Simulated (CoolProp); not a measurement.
Vapour-liquid equilibrium of dimethyl ether (1) + R227EA (2) at 263.5 K; x and y are mole fractions of (1).

Values from CoolProp's multi-fluid Helmholtz-energy mixture model, Wu 2011 and Lemmon 2016; pair parameters Bell 2016.

| x | bubble pressure (bar) | y at the bubble point | dew pressure at overall composition x (bar) | liquid density (mol/L) |
|---|---|---|---|---|
| 0.05 | 1.288 | 0.019 | 1.230 | 9.201 |
| 0.2 | 1.143 | 0.142 | 1.117 | 9.986 |
| 0.35 | 1.102 | 0.371 | 1.100 | 10.81 |
| 0.5 | 1.192 | 0.621 | 1.132 | 11.71 |
| 0.65 | 1.374 | 0.805 | 1.212 | 12.69 |
| 0.8 | 1.590 | 0.917 | 1.366 | 13.79 |
| 0.95 | 1.806 | 0.984 | 1.686 | 15.04 |

y crosses x between x = 0.2 and 0.35: the model has an azeotrope there.

The pair parameters rest on a limited set of measurements; away from them the model extrapolates.
